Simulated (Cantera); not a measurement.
Charge: 1 mol Si3N4, 0.42 mol Si, 1.6 mol N2, 0.11 mol C, at 1.00 mbar.

Equilibrium computed with Cantera from the NASA thermochemical tables; the gas is ideal and each condensed phase is pure. Candidate condensed phases: C, Si, SiC, Si3N4; 20 gas species. Mutual solubility and eutectic melting of coexisting phases are not modelled. The tables' values for SiN are old estimates; treat these amounts as uncertain. Rates play no part.

x: gas mole fraction; n: condensed amount in mol.

```
T (K)   x N2      x Si    x Si2C    x Si2N     x Si2     x SiN  n SiC(s)  n Si3N4(s)  n Si(l)
-----  -----  --------  --------  --------  --------  --------  --------  ----------  -------
1400    1.00   2.64e-8  1.72e-11  7.15e-11    <1e-12   1.69e-9     0.110        1.10        0
1475   1.000   5.40e-7  6.73e-10   3.34e-9  5.40e-11   2.44e-8     0.110        1.10        0
1550   1.000   8.21e-6   1.83e-8   1.07e-7   3.66e-9   2.71e-7     0.110        1.10        0
1625   1.000         …         …         …         …   2.40e-6     0.110        1.10        0
1700   0.999  0.000679   4.09e-6   2.35e-5   2.97e-6   1.30e-5     0.110           0     3.31
1775   0.998         …         …         …         …   3.31e-5     0.110           0     3.30
1850   0.993   0.00645   8.87e-5  0.000119   4.51e-5   7.79e-5     0.110           0     3.28
1925   0.982    0.0174  0.000343  0.000241  0.000149  0.000171     0.109           0     3.24
2000   0.954    0.0435   0.00119  0.000460  0.000451  0.000350     0.105           0     3.13
```

Question: Some entries are withheld; supply them.

Answer: 
- 1625, x Si: 9.67e-5
- 1625, x Si2C: 3.63e-7
- 1625, x Si2N: 2.45e-6
- 1625, x Si2: 1.67e-7
- 1775, x Si: 0.00220
- 1775, x Si2C: 2.04e-5
- 1775, x Si2N: 5.47e-5
- 1775, x Si2: 1.23e-5
